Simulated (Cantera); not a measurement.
Input: 1 mol SiHCl3, 110 mol H2, held at 11000 Pa.

These are equilibrium values from Cantera (NASA tables, ideal gas, pure condensed phases), not measurements of a reactor. Candidate condensed phases: Si; 19 gas species. Kinetics and transport are ignored.

Over these rows the condensed part is Si(s). Partial pressures as log10 of bar:

| T (K) | 1000/T (1/K) | log p SiH2Cl2 | log p H2 | log p HCl |
|---|---|---|---|---|
| 1275 | 0.7843 | -5.34 | -0.97 | -2.60 |
| 1350 | 0.7407 | -5.63 | -0.97 | -2.59 |
| 1425 | 0.7018 | -5.91 | -0.97 | -2.59 |
| 1500 | 0.6667 | ? | -0.97 | -2.59 |
| 1575 | 0.6349 | -6.38 | -0.97 | -2.60 |
| 1650 | 0.6061 | -6.59 | -0.97 | -2.60 |

Question: Fit log p(SiH2Cl2) = a + b·(1000/T) to the five rows, give the apparent enthalpy, and predict the row at 1500 K.

Answer: Means: 1000/T = 0.6936, log p = -5.970. Sxy = 0.151964, Sxx = 0.0216141, so b = 7.03 and a = -5.970 − (7.03)×0.6936 = -10.85.
Apparent enthalpy: −19.145 × (7.03) = -135 kJ/mol. With the condensed phases at unit activity, Si(s) + 2 HCl(g) = SiH2Cl2(g) links this pressure to the main gases: over the six rows their terms move log p by +0.00 in all, so the slope is close to that reaction's ΔH°. The five rows lie within 0.01 of the line.
Prediction at 1500 K: -10.85 + (7.03)×0.6667 = -6.16. The computed value is -6.16, 0.00 from the line.
